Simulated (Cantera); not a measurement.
An isothermal, constant-pressure homogeneous reactor starts with NH3 : N2 = 1 : 6.2 (molar parts), at 1825 K and 20.0 Torr.

Cantera simulation using the gas-phase N/H chemistry of the illustrative SiF4/NH3 mechanism in the Surface Chemkin manual (1991); the numbers are that mechanism's predictions, not measurements. Walls and surfaces, which speed up NH3 decomposition in real reactors, are not modelled.

Predict: x(NH3) at 10.0 s; x(H2) at 10.0 s; x(NH2) at 10.0 s; x(N2) at 10.0 s; x(NH) at 10.0 s; x(N2H2) at 10.0 s.


```
Property                                              Value
-----------------  ----------------------------------------
x(NH3) at 10.0 s     0.0167 (gas-phase equilibrium 5.16e-8)
x(H2) at 10.0 s         0.161 (gas-phase equilibrium 0.182)
x(NH2) at 10.0 s   4.65e-5 (gas-phase equilibrium 8.88e-10)
x(N2) at 10.0 s         0.822 (gas-phase equilibrium 0.817)
x(NH) at 10.0 s    2.12e-6 (gas-phase equilibrium 2.58e-10)
x(N2H2) at 10.0 s    5.57e-8 (gas-phase equilibrium <1e-12)
```
